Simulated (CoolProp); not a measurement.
Computed with CoolProp (reference Helmholtz-energy equation of state, Akasaka 2019).

Problem. For R1234ze(Z), give the phase and the cp (kJ/(kg K)), cv (kJ/(kg K)) at 440 K and 184 kPa; 440 K and 2030 kPa.

Solution. 
- 440 K and 184 kPa: gas; cp 1.08, cv 0.998
- 440 K and 2030 kPa: gas; cp 1.26, cv 1.05
